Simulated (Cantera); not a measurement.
Charge: 1 mol Fe(CO)5, 0.27 mol H2, 1.6 mol CO, at 1048.15 K.

These are equilibrium values from Cantera (NASA tables, ideal gas, pure condensed phases), not measurements of a reactor. Candidate condensed phases: C, C6H6, C7H8, C8H18, Fe, Fe(CO)5, FeO, Fe(OH)2, Fe(OH)3, Fe2O3, Fe3O4, H2O; 114 gas species. The tables' stoichiometric FeO is somewhat more stable than real wüstite, so its field is too wide. FeO: taken at fixed stoichiometry. Condensed phases not in the tables: cementite and carbon dissolved in iron. Equilibrium is a limit: real reactors are often held back by kinetics, nucleation or transport.

x: gas mole fraction; n: condensed amount in mol.

```tsv
P (Pa)	x CO	x CO2	x H2	x H2O	x CH4	x H	n Fe(α)	n C(graphite)	n FeO(s)
10	0.961	2.04e-5	0.0393	7.04e-7	9.00e-9	(withheld)	1.00	0	0
52	0.961	0.000106	0.0393	3.66e-6	4.68e-8	(withheld)	1.00	0.000754	0
270	0.960	0.000551	0.0393	1.90e-5	2.43e-7	(withheld)	1.00	0.00391	0
1400	0.958	0.00284	0.0393	9.83e-5	1.26e-6	(withheld)	1.00	0.0201	0
7200	0.946	0.0143	0.0394	0.000500	6.51e-6	(withheld)	1.00	0.0998	0
37000	0.893	0.0653	0.0395	0.00243	3.36e-5	(withheld)	1.00	0.435	0
190000	0.724	0.220	0.0447	0.0115	0.000222	(withheld)	0	2.10	1.00
1000000	0.461	0.471	0.0363	0.0312	0.000769	(withheld)	0	2.96	1.00
```

### Question
Complete the blanks.

### Answer

- 10, x H: 1.54e-7
- 52, x H: 6.74e-8
- 270, x H: 2.96e-8
- 1400, x H: 1.30e-8
- 7200, x H: 5.73e-9
- 37000, x H: 2.53e-9
- 190000, x H: 1.19e-9
- 1000000, x H: 4.67e-10
